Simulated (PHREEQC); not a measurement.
Model water analysis in mmol/kgw, 20 °C, pH 6.97:

```tsv
constituent	mmol/kgw
Na	156
K	3.76
Ca	10.5
Mg	8.89
Cl	188
S(6)	9.21
Alkalinity (meq/kgw)	1.37
Si	1.5
Sr	0.0471
```

Cl is adjusted to close the charge balance.
Valence states are taken as typed.

Equilibrium calculation in PHREEQC: Pitzer model, pitzer.dat.

This is a speciation only: nothing precipitates in the calculation.

Problem. Predict the activity of water.

Solution. activity of water 0.994.

Problem. In which forms is C present?

Solution. HCO3- 84 %, CO2 16 % of the C.
